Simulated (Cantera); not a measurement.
A Cantera script and what it prints.

```python
import numpy as np
import cantera as ct

gas_names = """
    F F2 N NF NF2 NF3 N2 Si SiF SiF2 SiF3 SiF4 SiN Si2 Si2N Si3
""".split()
cond_names = """
    Si(cr) Si(L) Si3N4(a)
""".split()


# ... load() reads the species with a 1 bar reference pressure and builds the phases ...
atoms = {
    'Si': {'Si': 1},
    'NF3': {'N': 1, 'F': 3},
    'N2': {'N': 2},
}
top_T = {'Si3N4(a)': 2400}  # K; cautious upper limits of use, not melting points


# ... equilibrate(T, P, feed) seeds the gas with the atoms and calls Mixture.equilibrate('TP', solver="vcs", rtol=1e-11, max_steps=5000) ...
results = []
T = 600  # K
P = 1000  # Pa
for m in [0.66, 0.82, 1, 1.3, 1.6, 2, 2.5, 3.1, 3.8, 4.7, 5.9]:
    feed = {'Si': 1, 'NF3': m, 'N2': 2.8}  # mol
    mix = equilibrate(T, P, feed)
    results.append((T, P, feed, dict(zip(mix.species_names, mix.species_moles))))

top = {s: max(r[3][s] / sum(r[3][g] for g in gas_names) for r in results) for s in gas_names}
cols = sorted((s for s in top if top[s] > 0.001), key=lambda s: -top[s])[:8]
seen = [c for c in cond_names if any(r[3].get(c, 0) > 1e-12 for r in results)]
print("log10 of partial pressures in bar; condensed amounts in mol")
print(f"{'n(NF3)':>10s}" + "".join(f"{s[:9]:>10s}" for s in cols + seen))
for T, P, feed, n in results:
    ng = sum(n[g] for g in gas_names)
    print(f"{feed['NF3']:10.4g}" + "".join(f"{np.log10(max(n[s] / ng * P / 1e5, 1e-99)):10.3f}" for s in cols)
          + "".join(f"{n.get(c, 0):10.4g}" for c in seen))
```

Result:

```
log10 of partial pressures in bar; condensed amounts in mol
    n(NF3)        N2       NF3      SiF4        F2  Si3N4(a)
      0.66    -2.071   -87.970    -2.822   -60.733    0.1683
      0.82    -2.082   -87.938    -2.764   -60.708    0.1283
         1    -2.093   -87.911    -2.714   -60.687   0.08333
       1.3    -2.109   -87.883    -2.655   -60.662  0.008333
       1.6    -2.136    -3.281    -2.677    -4.252         0
         2    -2.171    -2.913    -2.713    -3.995         0
       2.5    -2.212    -2.709    -2.755    -3.845         0
       3.1    -2.255    -2.572    -2.800    -3.740         0
       3.8    -2.301    -2.474    -2.847    -3.659         0
       4.7    -2.353    -2.393    -2.902    -3.587         0
       5.9    -2.413    -2.323    -2.965    -3.521         0
```

These are equilibrium values from Cantera (NASA tables, ideal gas, pure condensed phases), not measurements of a reactor.
